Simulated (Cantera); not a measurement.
An isothermal, constant-pressure homogeneous reactor starts with 82.0 % NO, 18.0 % N2, at 1498 K and 585 Torr.

Cantera simulation using GRI-Mech 3.0 (53 species, 325 reactions); the numbers are that mechanism's predictions, not measurements.

x: mole fraction; the columns are a selection and need not sum to one.

| t (s) | x NO | x N2 | x N2O | x NO2 | x O2 | x O |
|---|---|---|---|---|---|---|
| 8.00e-6 | 0.820 | 0.180 | 3.75e-8 | [?] | 4.37e-12 | 2.47e-8 |
| 4.58e-5 | 0.820 | 0.180 | 2.15e-7 | [?] | 6.22e-11 | 4.12e-8 |
| 0.000262 | 0.820 | 0.180 | 1.23e-6 | [?] | 5.73e-10 | 4.22e-8 |
| 0.00150 | 0.820 | 0.180 | 6.92e-6 | [?] | 8.91e-9 | 4.63e-8 |
| 0.00856 | 0.820 | 0.180 | 3.68e-5 | [?] | 3.09e-7 | 7.01e-8 |
| 0.0490 | 0.819 | 0.180 | 0.000144 | [?] | 2.55e-5 | 1.96e-7 |
| 0.280 | 0.817 | 0.181 | 0.000221 | [?] | 0.000911 | 3.51e-7 |
| 1.60 | 0.804 | 0.188 | 0.000215 | [?] | 0.00686 | 4.99e-7 |
| 9.17 | 0.741 | 0.219 | 0.000181 | [?] | 0.0382 | 9.43e-7 |
| 52.4 | 0.510 | 0.335 | 8.47e-5 | [?] | 0.153 | 1.79e-6 |
| 300 | 0.179 | 0.500 | 1.04e-5 | [?] | 0.319 | 2.55e-6 |

### Question
Some entries are withheld; supply them.

### Answer

- 8.00e-6, x NO2: 1.29e-8
- 4.58e-5, x NO2: 1.74e-7
- 0.000262, x NO2: 1.19e-6
- 0.00150, x NO2: 7.08e-6
- 0.00856, x NO2: 4.29e-5
- 0.0490, x NO2: 0.000265
- 0.280, x NO2: 0.000581
- 1.60, x NO2: 0.000849
- 9.17, x NO2: 0.00155
- 52.4, x NO2: 0.00207
- 300, x NO2: 0.00105
